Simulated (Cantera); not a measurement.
A perfectly stirred reactor is fed with CO : H2 : CH4 : O2 : N2 = 1 : 0.31 : 0.072 : 1.27 : 5.96 (molar parts), equivalence ratio 0.63, at 13.0 bar; it is adiabatic with a 500 K inlet, and is followed from long to short residence time, starting on the burning branch (τ in s: 0.022, 0.012, 0.0068, 0.0038, 0.0021, 0.0012, 0.00064, 0.00036, 0.0002, 0.00011, 6.1e-05, 3.4e-05, 1.9e-05).

Detailed kinetics in Cantera: GRI-Mech 3.0 (53 species, 325 reactions). The pressure lies above the range GRI-Mech 3.0 was tuned for (to about 10 atm).

Task: What does this change do: O2 1.27 to 2 parts?

Result: 
```csv
quantity,before,after
"blow-out, bracketed by the residence times tried","burning at 0.110 ms, out at 61.0 µs","burning at 0.200 ms, out at 0.110 ms"
x(CO) at τ = 22.0 ms,0.000526,0.000422
x(H2) at τ = 22.0 ms,3.05e-5,1.51e-5
x(CH4) at τ = 22.0 ms,1.18e-6,1.59e-6
x(HCO) at τ = 22.0 ms,1.12e-9,7.59e-10
x(HO2) at τ = 22.0 ms,2.00e-6,2.61e-6
x(CO) at τ = 0.640 ms,0.00559,0.00537
x(H2) at τ = 0.640 ms,0.000267,0.000166
x(CH4) at τ = 0.640 ms,1.35e-5,1.85e-5
x(HCO) at τ = 0.640 ms,4.10e-8,2.65e-8
x(HO2) at τ = 0.640 ms,1.59e-5,2.35e-5
```
